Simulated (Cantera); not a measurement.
Cantera run:

```python
import numpy as np
import cantera as ct

gas_names = [...]  # 92 gases of nasa_gas.yaml made of C, H, N
cond_names = """
    C(gr) C6H6(L) C7H8(L) C8H18(L),n-octa
""".split()


# ... load() reads the species with a 1 bar reference pressure and builds the phases ...
atoms = {
    'C2H4': {'C': 2, 'H': 4},
    'NH3': {'N': 1, 'H': 3},
    'H2': {'H': 2},
}
top_T = {'C(gr)': 4500}  # K; cautious upper limits of use, not melting points


# ... equilibrate(T, P, feed) seeds the gas with the atoms and calls Mixture.equilibrate('TP', solver="vcs", rtol=1e-11, max_steps=5000) ...
results = []
feed = {'C2H4': 1, 'NH3': 0.9, 'H2': 2.3}  # mol
P = 320  # Pa
for T in [1323, 1423, 1523, 1623, 1723, 1823, 1923, 2023, 2123, 2223, 2323, 2423, 2523, 2623]:
    mix = equilibrate(T, P, feed)
    results.append((T, P, feed, dict(zip(mix.species_names, mix.species_moles))))
    x = sorted(zip(gas.X, gas.species_names), reverse=True)
    print(f"T = {T:g} K  P = {P:g} Pa  gas = {mix.phase_moles(0):.4g} mol")
    print("   x: " + "  ".join(f"{s} {v:.3e}" for v, s in x if v > 1e-06))
    print("   condensed (mol): " + ("  ".join(f"{mix.phase(i).name} {mix.phase_moles(i):.4g}"
          for i in range(1, mix.n_phases) if mix.phase_moles(i) > 1e-12) or "none"))
```

It prints:

```
T = 1323 K  P = 320 Pa  gas = 6.1 mol
   x: H2 9.261e-01  N2 7.374e-02  HCN 6.694e-05  H 2.698e-05  CH4 1.866e-05
   condensed (mol): C(gr) 1.999
T = 1423 K  P = 320 Pa  gas = 6.1 mol
   x: H2 9.260e-01  N2 7.369e-02  HCN 1.557e-04  H 1.130e-04  CH4 1.045e-05  C2H2,acetylene 3.179e-06  HNC 2.020e-06
   condensed (mol): C(gr) 1.999
T = 1523 K  P = 320 Pa  gas = 6.101 mol
   x: H2 9.257e-01  N2 7.359e-02  H 3.931e-04  HCN 3.237e-04  C2H2,acetylene 1.094e-05  CH4 6.314e-06  HNC 5.881e-06
   condensed (mol): C(gr) 1.998
T = 1623 K  P = 320 Pa  gas = 6.104 mol
   x: H2 9.247e-01  N2 7.341e-02  H 1.175e-03  HCN 6.136e-04  C2H2,acetylene 3.223e-05  HNC 1.498e-05  CH4 4.057e-06
   condensed (mol): C(gr) 1.996
T = 1723 K  P = 320 Pa  gas = 6.109 mol
   x: H2 9.226e-01  N2 7.310e-02  H 3.096e-03  HCN 1.077e-03  C2H2,acetylene 8.350e-05  HNC 3.411e-05  CH4 2.740e-06
   condensed (mol): C(gr) 1.992
T = 1823 K  P = 320 Pa  gas = 6.122 mol
   x: H2 9.180e-01  N2 7.258e-02  H 7.338e-03  HCN 1.770e-03  C2H2,acetylene 1.940e-04  HNC 7.070e-05  CH4 1.924e-06
   condensed (mol): C(gr) 1.986
T = 1923 K  P = 320 Pa  gas = 6.149 mol
   x: H2 9.091e-01  N2 7.174e-02  H 1.588e-02  HCN 2.747e-03  C2H2,acetylene 4.103e-04  HNC 1.350e-04  CH4 1.390e-06
   condensed (mol): C(gr) 1.977
T = 2023 K  P = 320 Pa  gas = 6.198 mol
   x: H2 8.927e-01  N2 7.046e-02  H 3.172e-02  HCN 4.044e-03  C2H2,acetylene 7.975e-04  HNC 2.395e-04  CN 3.565e-06  CH4 1.019e-06
   condensed (mol): C(gr) 1.964
T = 2123 K  P = 320 Pa  gas = 6.285 mol
   x: H2 8.649e-01  N2 6.856e-02  H 5.898e-02  HCN 5.664e-03  C2H2,acetylene 1.432e-03  HNC 3.971e-04  CN 1.185e-05  C2H 2.709e-06
   condensed (mol): C(gr) 1.944
T = 2223 K  P = 320 Pa  gas = 6.43 mol
   x: H2 8.209e-01  H 1.026e-01  N2 6.589e-02  HCN 7.545e-03  C2H2,acetylene 2.382e-03  HNC 6.166e-04  CN 3.503e-05  C2H 1.099e-05  C4H2 2.820e-06  CH3 1.287e-06  C3 1.197e-06
   condensed (mol): C(gr) 1.916
T = 2323 K  P = 320 Pa  gas = 6.658 mol
   x: H2 7.560e-01  H 1.674e-01  N2 6.232e-02  HCN 9.541e-03  C2H2,acetylene 3.661e-03  HNC 8.969e-04  CN 9.333e-05  C2H 3.878e-05  C3 7.960e-06  C4H2 7.266e-06  C 3.786e-06  CH3 1.551e-06  C2N2 1.543e-06  C2H2,vinylidene 1.495e-06
   condensed (mol): C(gr) 1.88
T = 2423 K  P = 320 Pa  gas = 6.998 mol
   x: H2 6.678e-01  H 2.561e-01  N2 5.787e-02  HCN 1.141e-02  C2H2,acetylene 5.167e-03  HNC 1.219e-03  CN 2.265e-04  C2H 1.202e-04  C3 4.507e-05  C 1.744e-05  C4H2 1.647e-05  C2 4.093e-06  C2H2,vinylidene 3.077e-06  C2N2 2.790e-06  CH3 1.710e-06  CH2 1.325e-06  CH 1.179e-06
   condensed (mol): C(gr) 1.834
T = 2523 K  P = 320 Pa  gas = 7.478 mol
   x: H2 5.580e-01  H 3.670e-01  N2 5.272e-02  HCN 1.286e-02  C2H2,acetylene 6.645e-03  HNC 1.546e-03  CN 5.055e-04  C2H 3.294e-04  C3 2.214e-04  C 7.114e-05  C4H2 3.271e-05  C2 2.049e-05  C2H2,vinylidene 5.594e-06  C2N2 4.694e-06  CH 3.445e-06  CH2 2.325e-06  CH3 1.695e-06  N 1.465e-06
   condensed (mol): C(gr) 1.777
T = 2623 K  P = 320 Pa  gas = 8.11 mol
   x: H 4.912e-01  H2 4.352e-01  N2 4.724e-02  HCN 1.361e-02  C2H2,acetylene 7.712e-03  HNC 1.823e-03  CN 1.048e-03  C3 9.597e-04  C2H 8.009e-04  C 2.604e-04  C2 9.053e-05  C4H2 5.666e-05  C2H2,vinylidene 8.930e-06  CH 8.894e-06  C2N2 7.410e-06  C5 4.759e-06  CH2 3.593e-06  N 3.327e-06  CH3 1.485e-06
   condensed (mol): C(gr) 1.699
```

Method: chemical equilibrium by Gibbs-energy minimisation in Cantera with the NASA 1993 tables (ideal gas, pure condensed phases).
